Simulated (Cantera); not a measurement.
What does this Cantera script print?

```python
import numpy as np
import cantera as ct

gas_names = """
    NH3 N H2O2
""".split()
cond_names = """
    ZrO2(a) ZrO2(b) ZrO2(L) ZrN(s) ZrN(L)
""".split()


# ... load() reads the species with a 1 bar reference pressure and builds the phases ...
species = {s.name: s for s in load("nasa_gas.yaml", gas_names) + load("nasa_condensed.yaml", cond_names)}
# Each term lists the table entries of one substance; the one whose range holds T is used.
reactions = {
    '3 ZrO2 + 2 NH3(g) + N(g) = 3 ZrN + 3 H2O2(g)':
        [(-3, ['ZrO2(a)', 'ZrO2(b)', 'ZrO2(L)']), (-2, ['NH3']), (-1, ['N']), (3, ['ZrN(s)', 'ZrN(L)']), (3, ['H2O2'])],
}


def pick(names, T):
    return next(species[n] for n in names if species[n].thermo.min_temp <= T <= species[n].thermo.max_temp)


results = []
for label, terms in reactions.items():
    print(label)
    print("     T/K   dH/kJ  dS/(J/K)   dG/kJ   log10 K")
    for T in [1050, 1100, 1150, 1200, 1250, 1300, 1350]:
        used = [(nu, pick(names, T)) for nu, names in terms]
        dH = sum(nu * s.thermo.h(T) for nu, s in used) / 1e6
        dS = sum(nu * s.thermo.s(T) for nu, s in used) / 1e3
        dG = dH - T * dS / 1e3
        logK = -dG * 1e6 / (ct.gas_constant * T * np.log(10))
        results.append((label, T, dH, dS, dG, logK, [s.name for _, s in used]))
        print(f"{T:8g} {dH:8.1f} {dS:8.1f} {dG:8.1f} {logK:8.2f}")
```

Output:

```
3 ZrO2 + 2 NH3(g) + N(g) = 3 ZrN + 3 H2O2(g)
     T/K   dH/kJ  dS/(J/K)   dG/kJ   log10 K
    1050   1395.4    111.0   1278.8   -63.62
    1100   1394.6    110.3   1273.3   -60.46
    1150   1393.9    109.6   1267.8   -57.58
    1200   1393.1    109.0   1262.3   -54.95
    1250   1392.3    108.3   1256.9   -52.52
    1300   1391.6    107.7   1251.5   -50.29
    1350   1390.8    107.2   1246.1   -48.22
```

Standard-state values (1 bar) from the NASA 1993 polynomials, evaluated with Cantera. ZrN: taken at fixed stoichiometry. Condensed species are held in their standard states even where they would react or evaporate.
